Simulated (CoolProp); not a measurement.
Computed with CoolProp (reference Helmholtz-energy equation of state, Lemmon 2013).

Task: Give the vapour pressure (MPa), liquid cp (kJ/(kg K)), vapour Z, liquid conductivity (mW/(m K)) of saturated propylene at 239.3, 253.2, 260.1 K.

Result: 
```
T (K)  p (MPa)  liquid cp (kJ/(kg K))  vapour Z  liquid conductivity (mW/(m K))
-----  -------  ---------------------  --------  ------------------------------
239.3    0.182                   2.25     0.946                             140
253.2    0.306                   2.31     0.922                             133
260.1    0.387                   2.35     0.908                             130
```

Thermal conductivity comes from a separate model (Huber 2003), an estimate that may be off by 10 % or more.
